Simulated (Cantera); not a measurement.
What does this Cantera script print?

```python
import numpy as np
import cantera as ct

gas = ct.Solution("h2o2.yaml")
gas.TPX = 650, 480000, {'H2': 1, 'O2': 0.185, 'N2': 0.696}
flame = ct.FreeFlame(gas, width=0.013)
flame.set_refine_criteria(ratio=3, slope=0.08, curve=0.16)
flame.transport_model = "mixture-averaged"
flame.solve(loglevel=0, auto=True)
z, T = flame.grid, flame.T
thick = (T[-1] - T[0]) / np.gradient(T, z).max()
show = ['H2', 'O2', 'H2O', 'H2O2', 'O', 'HO2']
print(f"laminar burning velocity  {flame.velocity[0] * 100:.3f} cm/s")
print(f"burnt temperature         {T[-1]:.1f} K")
print(f"thermal thickness         {thick * 1e3:.4f} mm")
print(f"grid points               {len(z)}")
z0 = z[flame.heat_release_rate.argmax()]
print(f"{'z/mm':>9s}{'T/K':>9s}{'u/(m/s)':>9s}" + "".join(f"{s:>11s}" for s in show))
rows = []
for k in (-3, -2, -1.5, -1, -0.5, -0.25, 0, 0.25, 0.5, 1, 2, 4, 8):
    zz = z0 + k * thick
    rows.append([k * thick, np.interp(zz, z, T), np.interp(zz, z, flame.velocity),
                 *(np.interp(zz, z, flame.X[gas.species_index(s)]) for s in show)])
    print(f"{rows[-1][0] * 1e3:9.3f}{rows[-1][1]:9.1f}{rows[-1][2]:9.3f}" + "".join(f"{x:11.3e}" for x in rows[-1][3:]))
```

Result:

```
laminar burning velocity  948.857 cm/s
burnt temperature         2133.0 K
thermal thickness         0.0669 mm
grid points               109
     z/mm      T/K  u/(m/s)         H2         O2        H2O       H2O2          O        HO2
   -0.201    650.0    9.489  5.316e-01  9.835e-02  1.109e-10  1.856e-13  9.500e-15  3.742e-11
   -0.134    650.0    9.489  5.316e-01  9.835e-02  4.431e-09  9.721e-12  1.695e-12  1.941e-09
   -0.100    650.0    9.489  5.316e-01  9.836e-02  8.689e-08  2.506e-10  9.540e-11  4.905e-08
   -0.067    650.8    9.495  5.314e-01  9.840e-02  5.032e-06  2.406e-08  1.716e-08  3.882e-06
   -0.033    710.2   10.231  5.228e-01  9.827e-02  2.745e-03  1.273e-05  1.813e-05  5.745e-04
   -0.017    962.7   13.492  4.908e-01  9.024e-02  2.694e-02  2.752e-05  2.469e-04  4.706e-04
    0.000   1322.4   18.102  4.286e-01  6.228e-02  8.856e-02  8.215e-06  1.170e-03  2.285e-04
    0.017   1578.6   21.457  3.712e-01  2.680e-02  1.576e-01  1.946e-06  1.327e-03  9.203e-05
    0.033   1707.9   23.145  3.461e-01  8.671e-03  1.930e-01  9.005e-07  7.118e-04  2.893e-05
    0.067   1816.8   24.492  3.403e-01  9.805e-04  2.091e-01  3.661e-07  2.604e-04  3.105e-06
    0.134   1908.6   25.565  3.468e-01  7.260e-05  2.125e-01  1.797e-07  1.403e-04  2.736e-07
    0.268   1988.6   26.477  3.544e-01  1.979e-05  2.143e-01  8.871e-08  7.096e-05  9.938e-08
    0.536   2049.5   27.156  3.604e-01  8.261e-06  2.159e-01  3.972e-08  2.994e-05  4.510e-08
```

Model: the H2/O2 subset of GRI-Mech 3.0, which has no nitrogen chemistry, integrated in Cantera. The hydrogen kinetics of GRI-Mech 3.0 are dated; newer H2 mechanisms differ, most at raised pressure. Burning velocities carry a grid error of a few per cent, more on coarse grids.
